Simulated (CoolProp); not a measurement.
Vapour-liquid equilibrium of methanol (1) + m-xylene (2) at 155.45 °C; x and y are mole fractions of (1).

Model: multi-fluid Helmholtz-energy mixture model, de Reuck 1993 and Zhou 2012; pair parameters Bell 2016, in CoolProp.

| x | bubble pressure, mixture model (kPa) | bubble pressure, Raoult's law (kPa) | y, mixture model | y, Raoult's law |
|---|---|---|---|---|
| 0.05 | … | 225.8 | … | 0.351 |
| 0.2 | 799.0 | 440.3 | 0.799 | 0.720 |
| 0.35 | 1001 | 654.9 | 0.843 | 0.847 |
| 0.5 | 1128 | 869.4 | … | 0.911 |
| 0.65 | 1243 | 1084 | 0.892 | 0.950 |
| 0.8 | 1374 | 1299 | 0.926 | 0.976 |
| 0.95 | 1529 | 1513 | … | 0.995 |

Problem. Some entries are withheld; supply them.

Solution. 
- 0.05, bubble pressure, mixture model (kPa): 382.9
- 0.05, y, mixture model: 0.586
- 0.5, y, mixture model: 0.867
- 0.95, y, mixture model: 0.978

The largest gap from Raoult's law is +81.5 % in bubble pressure, at x = 0.2. No azeotrope shows between x = 0.05 and 0.95.

The pair parameters rest on a limited set of measurements; away from them the model extrapolates. With so large a gap from Raoult's law the liquid may split in two, which this calculation doesn't test in full.
